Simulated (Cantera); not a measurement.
# Adiabatic ignition

An adiabatic, constant-pressure homogeneous reactor starts with 5.43 % CH4, 1.68 % CO, 19.5 % O2, 73.4 % N2, equivalence ratio 0.60, at 1298 K and 11.0 bar.

Cantera simulation using GRI-Mech 3.0 (53 species, 325 reactions); the numbers are that mechanism's predictions, not measurements.

| t (s) | T (K) | x CH4 | x CO | x O2 | x H2O | x H2 | x CH3 | x C2H6 |
|---|---|---|---|---|---|---|---|---|
| 4.00e-6 | 1298 | 0.0543 | 0.0168 | 0.195 | 4.56e-8 | 1.89e-9 | 1.94e-7 | 3.62e-11 |
| 1.86e-5 | 1298 | 0.0543 | 0.0168 | 0.195 | 5.55e-7 | 2.65e-8 | 1.15e-6 | 5.38e-9 |
| 8.62e-5 | 1298 | 0.0543 | 0.0168 | 0.195 | 1.29e-5 | 8.33e-7 | 8.57e-6 | 1.36e-6 |
| 0.000400 | 1300 | 0.0540 | 0.0168 | 0.195 | 0.000259 | 2.34e-5 | 2.10e-5 | 6.58e-5 |
| 0.00186 | 2485 | <1e-12 | 0.00256 | 0.0771 | 0.105 | 0.000636 | <1e-12 | <1e-12 |
| 0.00862 | 2469 | <1e-12 | 0.00242 | 0.0729 | 0.106 | 0.000606 | <1e-12 | <1e-12 |
| 0.0400 | 2465 | <1e-12 | 0.00239 | 0.0719 | 0.106 | 0.000599 | <1e-12 | <1e-12 |
| 0.186 | 2465 | <1e-12 | 0.00239 | 0.0719 | 0.106 | 0.000599 | <1e-12 | <1e-12 |
| 0.862 | 2465 | <1e-12 | 0.00239 | 0.0719 | 0.106 | 0.000599 | <1e-12 | <1e-12 |
| 4.00 | 2465 | <1e-12 | 0.00239 | 0.0719 | 0.106 | 0.000599 | <1e-12 | <1e-12 |
x: mole fraction; the columns are a selection and need not sum to one.

| Property | Value |
|---|---|
| time of steepest temperature rise | 1.23 ms |
| temperature at 4.00 s | 2465 K |
| equilibrium temperature | 2465 K |
| x(CH4) at 4.00 s | <1e-12 (gas-phase equilibrium <1e-12) |
| x(CO) at 4.00 s | 0.00239 (gas-phase equilibrium 0.00239) |
| x(O2) at 4.00 s | 0.0719 (gas-phase equilibrium 0.0719) |
